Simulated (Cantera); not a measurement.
A Cantera script and what it prints.

```python
import numpy as np
import cantera as ct

gas_names = """
    Hg N NO NO2 NO3 N2 N2O O O2 O3
""".split()
cond_names = """
    Hg(cr) Hg(L) HgO(s)
""".split()


# ... load() reads the species with a 1 bar reference pressure and builds the phases ...
atoms = {
    'Hg': {'Hg': 1},
    'O2': {'O': 2},
    'N2': {'N': 2},
}
top_T = {}  # K; cautious upper limits of use, not melting points


# ... equilibrate(T, P, feed) seeds the gas with the atoms and calls Mixture.equilibrate('TP', solver="vcs", rtol=1e-11, max_steps=5000) ...
results = []
feed = {'Hg': 1, 'O2': 1.1, 'N2': 27}  # mol
T = 1125  # K
P = 11  # Pa
mix = equilibrate(T, P, feed)
results.append((T, P, feed, dict(zip(mix.species_names, mix.species_moles))))
x = sorted(zip(gas.X, gas.species_names), reverse=True)
print(f"T = {T:g} K  P = {P:g} Pa  gas = {mix.phase_moles(0):.4g} mol")
print("   x: " + "  ".join(f"{s} {v:.3e}" for v, s in x if v > 0.001))
print("   condensed (mol): " + ("  ".join(f"{mix.phase(i).name} {mix.phase_moles(i):.4g}"
      for i in range(1, mix.n_phases) if mix.phase_moles(i) > 1e-12) or "none"))
```

Result:

```
T = 1125 K  P = 11 Pa  gas = 29.1 mol
   x: N2 9.278e-01  O2 3.778e-02  Hg 3.436e-02
   condensed (mol): none
```

These are equilibrium values from Cantera (NASA tables, ideal gas, pure condensed phases), not measurements of a reactor.
